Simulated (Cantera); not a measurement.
**Carbothermic reduction: Ta2O5 + C + CO**

Input: 1 mol Ta2O5, 3.4 mol C, 0.32 mol CO, held at 1150 °C.

These are equilibrium values from Cantera (NASA tables, ideal gas, pure condensed phases), not measurements of a reactor. Candidate condensed phases: C, Ta, TaC, Ta2O5; 15 gas species. Mutual solubility and eutectic melting of coexisting phases are not modelled. TaC: taken at fixed stoichiometry. Condensed phases not in the tables: Ta2C. Equilibrium is a limit: real reactors are often held back by kinetics, nucleation or transport.

From 10.0 Pa to 1.00 bar the condensed part is TaC(s) + Ta2O5(s). At 10.0 bar the condensed part is C(graphite) + Ta2O5(s).

```
P (Pa)    x CO     x CO2    x TaO2  n TaC(s)  n Ta2O5(s)  n C(graphite)
-------  -----  --------  --------  --------  ----------  -------------
10       1.000  0.000151   2.43e-9     0.972       0.514              0
100      1.000  0.000291  1.75e-10     0.972       0.514              0
1000     0.999  0.000561  1.26e-11     0.972       0.514              0
10000    0.999   0.00108    <1e-12     0.972       0.514              0
100000   0.998   0.00209    <1e-12     0.973       0.513              0
1000000  0.987    0.0132    <1e-12         0        1.00           3.40
```
x: gas mole fraction; n: condensed amount in mol.
